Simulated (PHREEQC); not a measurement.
Make-up at 25 °C: 0.11 mol/kgw HF and 0.000144 mol/kgw KF. Closed to the air; pH follows from the charge balance.

Model: ion-association model, wateq4f.dat, run in PHREEQC.

| Property | Value |
|---|---|
| pH | 2.11 |
| ionic strength | 0.00869 mol/kgw |
| total alkalinity | -110 meq/kg |

| species | molality | activity | log γ |
|---|---|---|---|
| HF | 0.0723 | 0.0724 | 0.001 |
| H2F2 | 0.0136 | 0.0137 | 0.001 |
| H+ | 0.00854 | 0.00784 | -0.037 |
| F- | 0.00680 | 0.00616 | -0.043 |
| HF2- | 0.00189 | 0.00171 | -0.043 |
| K+ | 0.000144 | 0.000131 | -0.043 |

This is a speciation only: nothing precipitates in the calculation. Species that the database lacks are ignored. wateq4f.dat counts part of the HF as a dimer, H2F2, which phreeqc.dat doesn't know; its constant is uncertain.
